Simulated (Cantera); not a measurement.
**Adiabatic ignition**

An adiabatic, constant-volume homogeneous reactor starts with 12.5 % H2, 18.4 % O2, 69.1 % N2, at 1223 K and 1.00 bar.

Model: GRI-Mech 3.0 (53 species, 325 reactions), integrated in Cantera.

| t (s) | T (K) | P (bar) | x H2 | x O2 | x H | x H2O | x NO | x HO2 | x N2O |
|---|---|---|---|---|---|---|---|---|---|
| 7.00e-6 | 1223 | 1.00 | 0.125 | 0.184 | 5.02e-8 | 5.65e-8 | <1e-12 | 2.48e-8 | <1e-12 |
| 2.62e-5 | 1223 | 1.00 | 0.125 | 0.184 | 5.70e-5 | 8.71e-5 | <1e-12 | 1.03e-5 | 1.93e-11 |
| 9.79e-5 | 2167 | 1.68 | 0.00287 | 0.124 | 0.00220 | 0.122 | 3.57e-5 | 1.16e-5 | 7.45e-7 |
| 0.000366 | 2287 | 1.76 | 0.000546 | 0.127 | 0.000165 | 0.129 | 8.57e-5 | 7.02e-6 | 7.62e-7 |
| 0.00137 | 2288 | 1.76 | 0.000532 | 0.127 | 0.000159 | 0.129 | 0.000213 | 7.03e-6 | 7.49e-7 |
| 0.00512 | 2287 | 1.76 | 0.000530 | 0.127 | 0.000158 | 0.129 | 0.000679 | 7.00e-6 | 7.47e-7 |
| 0.0191 | 2283 | 1.75 | 0.000520 | 0.126 | 0.000153 | 0.129 | 0.00228 | 6.88e-6 | 7.43e-7 |
| 0.0715 | 2272 | 1.75 | 0.000495 | 0.124 | 0.000142 | 0.130 | 0.00644 | 6.58e-6 | 7.41e-7 |
| 0.267 | 2263 | 1.74 | 0.000473 | 0.122 | 0.000132 | 0.130 | 0.0104 | 6.31e-6 | 7.51e-7 |
| 1.00 | 2262 | 1.74 | 0.000471 | 0.122 | 0.000131 | 0.130 | 0.0107 | 6.29e-6 | 7.52e-7 |
x: mole fraction; the columns are a selection and need not sum to one.

| Item | Result |
|---|---|
| time of steepest temperature rise | 45.7 µs |
| temperature at 1.00 s | 2262 K |
| equilibrium temperature | 2262 K |
| x(H2) at 1.00 s | 0.000471 (gas-phase equilibrium 0.000471) |
| x(O2) at 1.00 s | 0.122 (gas-phase equilibrium 0.122) |
| x(H) at 1.00 s | 0.000131 (gas-phase equilibrium 0.000131) |
